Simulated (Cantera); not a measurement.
# Silicon oxide and oxynitride deposition: TEOS + CO2 + N2O

Feed: 1 mol TEOS, 15 mol CO2, 0.11 mol N2O, held at 1.00 bar.

Method: chemical equilibrium by Gibbs-energy minimisation in Cantera with the NASA 1993 tables (ideal gas, pure condensed phases). Candidate condensed phases: C, C6H6, C7H8, C8H18, H2O, Si, SiC, SiO2, Si2N2O, Si3N4; 151 gas species. The feed counts by its element totals alone. The tables hold silica as quartz up to 1696 K and as liquid above; real silica turns to tridymite and cristobalite and melts near 1996 K. Gases not in the tables: Si(OH)4. The numbers say what is thermodynamically allowed, not how fast it happens.

```
T (K)  log p CO2  log p CO  log p H2O  log p H2  log p CH4  log p N2  log p NH3  log p H  n C(graphite)  n SiO2(α-quartz)  n SiO2(β-quartz)
-----  ---------  --------  ---------  --------  ---------  --------  ---------  -------  -------------  ----------------  ----------------
523        -0.26     -4.12      -0.39     -2.29      -1.56     -2.29      -5.31     <-12           10.7              1.00                 0
623        -0.25     -2.73      -0.43     -1.58      -1.46     -2.29      -5.06     <-12           10.1              1.00                 0
723        -0.25     -1.72      -0.52     -1.10      -1.48     -2.31      -4.96     <-12           9.39              1.00                 0
823        -0.30     -0.99      -0.68     -0.81      -1.65     -2.34      -5.01   -11.54           7.72              1.00                 0
923        -0.47     -0.49      -0.97     -0.67      -1.97     -2.42      -5.21    -9.95           3.47                 0              1.00
1023       -0.69     -0.31      -1.14     -0.64      -2.79     -2.48      -5.50    -8.70              0                 0              1.00
1123       -0.73     -0.30      -1.06     -0.67      -3.95     -2.48      -5.79    -7.70              0                 0              1.00
1223       -0.76     -0.28      -1.00     -0.69      -4.94     -2.48      -6.04    -6.87              0                 0              1.00
1323       -0.78     -0.28      -0.96     -0.72      -5.77     -2.48      -6.26    -6.16              0                 0              1.00
1423       -0.81     -0.27      -0.92     -0.74      -6.49     -2.48      -6.45    -5.55              0                 0              1.00
1523       -0.83     -0.26      -0.90     -0.76      -7.11     -2.48      -6.61    -5.01              0                 0              1.00
```
log p: log10 of the partial pressure in bar; n: condensed amount in mol.

From 523 K to 823 K the condensed part is C(graphite) + SiO2(α-quartz). At 923 K the condensed part is C(graphite) + SiO2(β-quartz). From 1023 K to 1523 K the condensed part is SiO2(β-quartz).
